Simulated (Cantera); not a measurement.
Charge: 1 mol Si2H6, 0.91 mol Cl2, 32 mol H2, equilibrated at 0.0240 bar.

Method: chemical equilibrium by Gibbs-energy minimisation in Cantera with the NASA 1993 tables (ideal gas, pure condensed phases). Candidate condensed phases: Si; 19 gas species. The feed counts by its element totals alone. The tables' values for SiCl3 are old estimates; treat these amounts as uncertain. The numbers say what is thermodynamically allowed, not how fast it happens.

log p: log10 of the partial pressure in bar; n: condensed amount in mol.

| T (°C) | log p H2 | log p HCl | log p SiCl4 | log p SiCl2 | n Si(s) |
|---|---|---|---|---|---|
| 652 | -1.63 | -3.71 | -3.72 | -5.63 | 1.58 |
| 702 | -1.63 | [?] | [?] | [?] | 1.62 |
| 752 | -1.63 | -3.36 | -3.87 | -4.84 | 1.67 |
| 802 | -1.63 | -3.23 | -4.01 | -4.54 | 1.72 |
| 852 | -1.64 | [?] | [?] | [?] | 1.76 |
| 902 | -1.64 | -3.07 | -4.52 | -4.14 | 1.79 |
| 952 | -1.64 | -3.04 | -4.89 | -4.05 | 1.81 |

### Question
Fill in the missing entries.

### Answer

- 852, log p HCl: -3.13
- 852, log p SiCl4: -4.22
- 852, log p SiCl2: -4.30
- 702, log p HCl: -3.52
- 702, log p SiCl4: -3.78
- 702, log p SiCl2: -5.20
